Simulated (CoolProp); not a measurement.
The fluid at 298.15 K and 0.00682 MPa expands adiabatically to 0.000879 MPa with isentropic efficiency 0.8. The same conditions are run with several fluids, on thermodynamics alone (safety and materials aside).

The numbers come from the reference Helmholtz-energy equation of state of each fluid (R123: Younglove 1994; trans-2-butene: Lemmon 2005; R11: Jacobsen 1992; R227EA: Lemmon 2016; C3F8 (R218): Lemmon 2006) in CoolProp.

Rank R123, trans-2-butene, R11, R227EA, C3F8 (R218) by work (kJ/kg), highest first.

trans-2-butene (65.4), R11 (26.5), R123 (24.4), R227EA (22.4), C3F8 (R218) (20.4)

| fluid | final temperature (K) | final density (kg/m³) |
|---|---|---|
| R123 | 260.2 | 0.0622 |
| trans-2-butene | 253.8 | 0.0234 |
| R11 | 249.9 | 0.0581 |
| R227EA | 269.1 | 0.0668 |
| C3F8 (R218) | 271.5 | 0.0732 |
